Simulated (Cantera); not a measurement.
Charge: 1 mol MgF2, 0.78 mol HF, 110 mol N2, at 3.30e-6 bar.

Method: chemical equilibrium by Gibbs-energy minimisation in Cantera with the NASA 1993 tables (ideal gas, pure condensed phases). Candidate condensed phases: Mg, MgF2; 28 gas species. Kinetics and transport are ignored.

Task: At 1300 K, list the 3 most abundant gas species with their mole fractions, and the condensed phases.

Result: N2 0.984, MgF2 0.00895, HF 0.00698. Condensed: gas only.
